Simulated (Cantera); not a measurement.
A Cantera script and what it prints.

```python
import numpy as np
import cantera as ct

gas_names = """
    C CH CH2 CH3 CH2OH CH3O CH4 CH3OH CO CO2 COOH C2 C2H CHCO,ketyl C2H2,acetylene C2H2,vinylidene
    CH2CO,ketene C2H3,vinyl CH3CO,acetyl C2H4 C2H4O,ethylen CH3CHO,ethanal CH3COOH (HCOOH)2 C2H5 C2H6
    CH3OCH3 C2H5OH C2O C3 C3H3,propargyl C3H4,allene C3H4,propyne C3H4,cyclo- C3H5,allyl C3H6,propylene
    C3H6,cyclo- C3H6O C3H7,n-propyl C3H7,i-propyl C3H8 C3H8O,1propanol C3H8O,2propanol C3O2 C4 C4H2
    C4H4,1,3-cyclo- C4H6,butadiene C4H6,2-butyne C4H6,cyclo- C4H8,1-butene C4H8,cis2-buten
    C4H8,tr2-butene C4H8,isobutene C4H8,cyclo- (CH3COOH)2 C4H9,n-butyl C4H9,i-butyl C4H9,s-butyl
    C4H9,t-butyl C4H10,isobutane C4H10,n-butane C5 C5H6,1,3cyclo- C5H8,cyclo- C5H10,1-pentene
    C5H10,cyclo- C5H11,pentyl C5H11,t-pentyl C5H12,n-pentane C5H12,i-pentane CH3C(CH3)2CH3 C6H2
    C6H5,phenyl C6H5O,phenoxy C6H6 C6H5OH,phenol C6H10,cyclo- C6H12,1-hexene C6H12,cyclo- C6H13,n-hexyl
    C7H7,benzyl C7H8 C7H8O,cresol C7H14,1-heptene C7H15,n-heptyl C7H16,n-heptane C8H8,styrene
    C8H10,ethylbenz C8H16,1-octene C8H17,n-octyl C8H18,isooctane C8H18,n-octane C9H19,n-nonyl
    C10H8,naphthale C10H21,n-decyl C12H9,o-bipheny C12H10,bipheny H HCO HO2 H2 HCHO,formaldehy HCOOH H2O
    H2O2 O OH O2 O3
""".split()
cond_names = """
    C(gr) C6H6(L) C7H8(L) C8H18(L),n-octa H2O(s) H2O(L)
""".split()


def load(file, names, dense=False):
    # The tables refer to 1 bar. Condensed volumes are neglected.
    table = {s.name: s for s in ct.Species.list_from_file(file)}
    out = []
    for n in names:
        d = dict(table[n].input_data)
        d["thermo"] = dict(d["thermo"], **{"reference-pressure": 1e5})
        if dense:
            d["equation-of-state"] = {"model": "constant-volume", "density": "1e6 g/cm^3"}
        out.append(ct.Species.from_dict(d))
    return out


gas = ct.Solution(thermo="ideal-gas", species=load("nasa_gas.yaml", gas_names))
cond = {s.name: ct.Solution(thermo="fixed-stoichiometry", species=[s], name=s.name)
        for s in load("nasa_condensed.yaml", cond_names, dense=True)}
atoms = {
    'CH4': {'C': 1, 'H': 4},
    'CO2': {'C': 1, 'O': 2},
    'H2': {'H': 2},
}
top_T = {'C(gr)': 4500}  # K; cautious upper limits of use, not melting points


def equilibrate(T, P, feed):
    n = {}
    for name, mol in feed.items():
        for a, k in atoms[name].items():
            n[a] = n.get(a, 0.0) + k * mol
    gas.TPX = T, P, n
    mass = sum(n.values()) * gas.mean_molecular_weight
    gas.equilibrate("TP")
    valid = [c for c in cond.values() if c.min_temp <= T <= top_T.get(c.name, c.max_temp)]
    mix = ct.Mixture([(gas, mass / gas.mean_molecular_weight)] + [(c, 0.0) for c in valid])
    mix.T, mix.P = T, P
    mix.equilibrate("TP", solver="vcs", rtol=1e-11, max_steps=5000)
    return mix


results = []
feed = {'CH4': 1, 'CO2': 5.5, 'H2': 30}  # mol
T = 1800  # K
for P in [10, 46, 220, 1000, 4600, 22000, 100000, 460000, 2200000, 10000000]:
    mix = equilibrate(T, P, feed)
    results.append((T, P, feed, dict(zip(mix.species_names, mix.species_moles))))
    x = sorted(zip(gas.X, gas.species_names), reverse=True)
    print(f"T = {T:g} K  P = {P:g} Pa  gas = {mix.phase_moles(0):.4g} mol")
    print("   x: " + "  ".join(f"{s} {v:.3e}" for v, s in x if v > 1e-06))
    print("   condensed (mol): " + ("  ".join(f"{mix.phase(i).name} {mix.phase_moles(i):.4g}"
          for i in range(1, mix.n_phases) if mix.phase_moles(i) > 1e-12) or "none"))
```

Result:

```
T = 1800 K  P = 10 Pa  gas = 39.09 mol
   x: H2 6.953e-01  CO 1.598e-01  H2O 1.083e-01  H 2.986e-02  CO2 6.514e-03  OH 3.071e-04  O 1.021e-05
   condensed (mol): none
T = 1800 K  P = 46 Pa  gas = 38.78 mol
   x: H2 7.088e-01  CO 1.611e-01  H2O 1.094e-01  H 1.405e-02  CO2 6.510e-03  OH 1.433e-04  O 2.199e-06
   condensed (mol): none
T = 1800 K  P = 220 Pa  gas = 38.63 mol
   x: H2 7.153e-01  CO 1.618e-01  H2O 1.099e-01  CO2 6.508e-03  H 6.456e-03  OH 6.552e-05
   condensed (mol): none
T = 1800 K  P = 1000 Pa  gas = 38.56 mol
   x: H2 7.182e-01  CO 1.621e-01  H2O 1.102e-01  CO2 6.508e-03  H 3.034e-03  OH 3.074e-05
   condensed (mol): none
T = 1800 K  P = 4600 Pa  gas = 38.53 mol
   x: H2 7.196e-01  CO 1.622e-01  H2O 1.103e-01  CO2 6.507e-03  H 1.416e-03  OH 1.433e-05
   condensed (mol): none
T = 1800 K  P = 22000 Pa  gas = 38.51 mol
   x: H2 7.202e-01  CO 1.623e-01  H2O 1.103e-01  CO2 6.507e-03  H 6.478e-04  OH 6.554e-06
   condensed (mol): none
T = 1800 K  P = 100000 Pa  gas = 38.51 mol
   x: H2 7.205e-01  CO 1.623e-01  H2O 1.104e-01  CO2 6.507e-03  H 3.039e-04  OH 3.074e-06
   condensed (mol): none
T = 1800 K  P = 460000 Pa  gas = 38.5 mol
   x: H2 7.207e-01  CO 1.623e-01  H2O 1.104e-01  CO2 6.507e-03  H 1.417e-04  CH4 2.555e-06  OH 1.433e-06
   condensed (mol): none
T = 1800 K  P = 2.2e+06 Pa  gas = 38.5 mol
   x: H2 7.206e-01  CO 1.623e-01  H2O 1.104e-01  CO2 6.510e-03  H 6.480e-05  CH4 5.839e-05  HCHO,formaldehy 1.077e-06
   condensed (mol): none
T = 1800 K  P = 1e+07 Pa  gas = 38.41 mol
   x: H2 7.190e-01  CO 1.615e-01  H2O 1.118e-01  CO2 6.571e-03  CH4 1.178e-03  H 3.036e-05  HCHO,formaldehy 4.862e-06  CH3 1.006e-06
   condensed (mol): none
```

Equilibrium computed with Cantera from the NASA thermochemical tables; the gas is ideal and each condensed phase is pure. The ideal-gas law is rough above about 30 bar.
